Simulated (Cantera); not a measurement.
Input: 1 mol Fe₂O₃, 1.2 mol SO₂, 3.1 mol N₂, held at 600 K and 0.0430 bar.

Equilibrium computed with Cantera from the NASA thermochemical tables; the gas is ideal and each condensed phase is pure. Candidate condensed phases: Fe, FeO, FeS, FeSO₄, FeS₂, Fe₂O₃, Fe₂(SO₄)₃, Fe₃O₄, S; 19 gas species. Kinetics and transport are ignored.

Base state: N₂ 0.721, SO₂ 0.279 (mole fractions); condensed: Fe₂O₃(s).

Problem. What changes in the equilibrium state with this change: temperature from 600 K to 1673.15 K?

Solution. 
| species | before | after |
|---|---|---|
| N₂ | 0.721 | 0.694 |
| SO₂ | 0.279 | 0.268 |
| O₂ | <1e-9 | 0.0367 |
| NO | <1e-9 | 0.00103 |
| SO₃ | 1.66e-9 | 0.000181 |
| O | <1e-9 | 3.09e-5 |
| Fe₂O₃(s), mol | 1.00 | 0 |
| Fe₃O₄(s), mol | 0 | 0.667 |
